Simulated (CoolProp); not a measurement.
Carbonyl sulfide at 298.15 K and 0.145 MPa is throttled through a valve to 0.0632 MPa with no heat exchange. Each further row changes one setting.

The numbers come from the reference Helmholtz-energy equation of state, Lemmon 2006 in CoolProp. It is a short technical equation, of lower accuracy than the large ones.

```csv
case,temperature change (K),final density (kg/m³)
as stated,(withheld),(withheld)
outlet pressure 0.019 MPa,(withheld),(withheld)
outlet pressure 0.0822 MPa,(withheld),(withheld)
```

Problem. What belongs in the gaps?

Solution. 
- as stated, temperature change (K): -1.7
- as stated, final density (kg/m³): 1.55
- outlet pressure 0.019 MPa, temperature change (K): -2.6
- outlet pressure 0.019 MPa, final density (kg/m³): 0.465
- outlet pressure 0.0822 MPa, temperature change (K): -1.3
- outlet pressure 0.0822 MPa, final density (kg/m³): 2.02
